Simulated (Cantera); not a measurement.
Input: 1 mol FeS, 660 mol H₂, at 18.0 Pa.

These are equilibrium values from Cantera (NASA tables, ideal gas, pure condensed phases), not measurements of a reactor. Candidate condensed phases: Fe, FeS, FeS₂, S; 8 gas species. Mutual solubility and eutectic melting of coexisting phases are not modelled. FeS: taken at fixed stoichiometry. Kinetics and transport are ignored.

Which condensed phases are stable at each of these points (T (K)): 975, 1025, 1075, 1125, 1175, 1225, 1275, 1325?


```csv
T (K),condensed phases,Fe condensed (%)
975,Fe(α) + FeS(s),100.0
1025,Fe(α) + FeS(s),100.0
1075,Fe(α),100.0
1125,Fe(α),100.0
1175,Fe(α),100.0
1225,Fe(γ),100.0
1275,Fe(γ),99.8
1325,Fe(γ),99.2
```

From 975 K to 1025 K the condensed part is Fe(α) + FeS(s). From 1075 K to 1175 K the condensed part is Fe(α). From 1225 K to 1325 K the condensed part is Fe(γ).
